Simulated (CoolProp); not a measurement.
Vapour-liquid equilibrium of R13 (1) + R11 (2) at 0.0375 MPa; x and y are mole fractions of (1).

The numbers come from the multi-fluid Helmholtz-energy mixture model, Platzer 1990 and Jacobsen 1992; pair parameters Bell 2016 in CoolProp. This equation is an older, rougher fit; its heat capacities, sound speeds and derivatives of the liquid may be far off and weren't checked against measurements.

| x | bubble temperature (K) | y at the bubble point | dew temperature at overall composition x (K) | liquid density (mol/L) |
|---|---|---|---|---|
| 0.05 | 220.5 | 0.943 | 270.4 | 12.10 |
| 0.2 | 192.1 | 0.995 | 266.5 | 12.90 |
| 0.35 | 184.8 | 0.998 | 262.1 | 13.39 |
| 0.5 | 181.5 | 0.999 | 256.7 | 13.83 |
| 0.65 | 179.5 | 0.999 | 249.7 | 14.24 |
| 0.8 | 177.7 | 0.999 | 239.7 | 14.63 |
| 0.95 | 175.7 | 1.000 | 218.7 | 15.02 |

No azeotrope shows between x = 0.05 and 0.95.

Pair parameters are fitted to limited data, so mixtures are less certain than the pure fluids. With so large a gap from Raoult's law the liquid may split in two, which this calculation doesn't test in full.
